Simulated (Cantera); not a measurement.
An isothermal, constant-pressure homogeneous reactor starts with 0.606 % H2, 99.4 % O2, at 1100 K and 18.8 Torr.

Computed with Cantera and the H2/O2 subset of GRI-Mech 3.0, which has no nitrogen chemistry. Radical loss at walls, strong at low pressure, is not modelled.

x: mole fraction; the columns are a selection and need not sum to one.

```json
[
 {"t (s)": "6.00e-5", "x H2": "0.00606", "x O2": "0.994", "x HO2": "7.93e-11", "x OH": "3.87e-11", "x O": "4.02e-11", "x H2O2": "<1e-12", "x H": "4.09e-11"},
 {"t (s)": "0.000330", "x H2": "0.00606", "x O2": "0.994", "x HO2": "4.39e-10", "x OH": "4.13e-10", "x O": "5.03e-10", "x H2O2": "<1e-12", "x H": "9.54e-11"},
 {"t (s)": "0.00181", "x H2": "0.00606", "x O2": "0.994", "x HO2": "2.59e-9", "x OH": "1.04e-8", "x O": "1.64e-8", "x H2O2": "<1e-12", "x H": "1.43e-9"},
 {"t (s)": "0.00996", "x H2": "0.00235", "x O2": "0.991", "x HO2": "3.31e-6", "x OH": "0.000918", "x O": "0.00256", "x H2O2": "1.72e-7", "x H": "0.000331"},
 {"t (s)": "0.0548", "x H2": "9.02e-6", "x O2": "0.992", "x HO2": "1.16e-6", "x OH": "0.000232", "x O": "0.00226", "x H2O2": "2.16e-8", "x H": "6.18e-5"},
 {"t (s)": "0.301", "x H2": "1.13e-6", "x O2": "0.994", "x HO2": "3.89e-7", "x OH": "8.39e-5", "x O": "0.000293", "x H2O2": "1.55e-8", "x H": "2.90e-6"},
 {"t (s)": "1.65", "x H2": "___", "x O2": "0.994", "x HO2": "___", "x OH": "___", "x O": "___", "x H2O2": "___", "x H": "___"},
 {"t (s)": "9.10", "x H2": "3.70e-9", "x O2": "0.994", "x HO2": "5.71e-9", "x OH": "5.17e-6", "x O": "1.08e-6", "x H2O2": "4.81e-10", "x H": "6.59e-10"},
 {"t (s)": "50.0", "x H2": "3.82e-10", "x O2": "0.994", "x HO2": "1.11e-9", "x OH": "1.69e-6", "x O": "1.16e-7", "x H2O2": "5.92e-11", "x H": "2.31e-11"}
]
```

### Question
Complete the blanks.

### Answer

- 1.65, x H2: 5.95e-8
- 1.65, x HO2: 5.60e-8
- 1.65, x OH: 2.00e-5
- 1.65, x O: 1.64e-5
- 1.65, x H2O2: 4.20e-9
- 1.65, x H: 3.89e-8
